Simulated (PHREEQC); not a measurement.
Dissolve 0.018 mol/kgw HF and 0.0096 mol/kgw FeCl3 at 25 °C. Closed to the air; pH follows from the charge balance.

All values are PHREEQC results (ion-association model, phreeqc.dat), not measurements.

Each row changes one thing in this solution. No solid was allowed to form.

```csv
case,pH,ionic strength (mol/kgw)
as made,1.84,0.0323
diluted 10-fold with water,2.80,0.00328
HF from 0.018 to 0.036 mol/kgw,1.70,0.0299
temperature from 25 to 40 °C,?,0.0323
FeCl3 from 0.0096 to 0.0106 mol/kgw,1.83,0.0366
diluted 5-fold with water,2.51,0.00650
HF left out,?,?
diluted 100-fold with water,3.69,?
FeCl3 left out,2.50,0.00339
```

Task: Complete the blanks.

Result: 
- temperature from 25 to 40 °C, pH: 1.85
- HF left out, pH: 2.36
- HF left out, ionic strength (mol/kgw): 0.0481
- diluted 100-fold with water, ionic strength (mol/kgw): 0.000371

Some of these states are supersaturated (in Hematite (slow to form), Goethite (slow to form), for instance). At this temperature some constants are extrapolated from 25 °C, and those without enthalpy data are left unchanged. Fluoro complexes past AlF4- and FeF3 are missing from the database.
